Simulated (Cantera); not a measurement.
A freely propagating, adiabatic, planar premixed flame of 6.14 % C2H4, 19.2 % O2, 72.4 % N2, 2.27 % CO2, unburnt at 500 K and 2.07 atm; multicomponent+Soret transport, grid criteria slope 0.08 and curve 0.16, no radiation.

Computed with Cantera and GRI-Mech 3.0 (53 species, 325 reactions). GRI-Mech 3.0 was tuned for natural gas; its chemistry of ethylene as a main component is partial and can be far from experiment. Burning velocities carry a grid error of a few per cent, more on coarse grids.

x: mole fraction of selected species; z is measured from the peak of heat release.

```tsv
z (mm)	T (K)	u (m/s)	x C2H4	x O2	x CO2	x HCO	x H2O	x O
-0.402	500	1.45	0.0614	0.191	0.0227	<1e-8	6.71e-6	<1e-8
-0.268	500	1.45	0.0614	0.191	0.0227	<1e-8	4.58e-5	<1e-8
-0.201	502	1.45	0.0613	0.191	0.0227	<1e-8	0.000245	<1e-8
-0.134	517	1.50	0.0610	0.190	0.0228	<1e-8	0.00168	<1e-8
-0.0669	747	2.19	0.0537	0.171	0.0250	___	0.0185	3.18e-6
-0.0335	1165	3.47	0.0338	0.134	0.0304	___	0.0466	9.76e-5
0	1596	4.84	0.00999	0.0884	0.0408	___	0.0771	0.000865
0.0335	1829	5.58	0.000978	0.0587	0.0536	___	0.0943	0.00306
0.0669	1910	5.82	3.69e-5	0.0450	0.0659	___	0.0997	0.00542
0.134	1983	6.00	2.74e-8	0.0356	0.0828	___	0.101	0.00648
0.268	2073	6.22	<1e-8	0.0301	0.0956	___	0.102	0.00564
0.535	2173	6.48	<1e-8	0.0261	0.103	___	0.106	0.00406
1.07	2266	6.71	<1e-8	0.0224	0.111	___	0.110	0.00260
```

Q: Fill in the missing entries.

A: 
- -0.0669, x HCO: 1.34e-6
- -0.0335, x HCO: 4.06e-5
- 0, x HCO: 0.000110
- 0.0335, x HCO: 5.16e-5
- 0.0669, x HCO: 7.09e-6
- 0.134, x HCO: 2.26e-7
- 0.268, x HCO: 1.20e-7
- 0.535, x HCO: 6.28e-8
- 1.07, x HCO: 2.81e-8
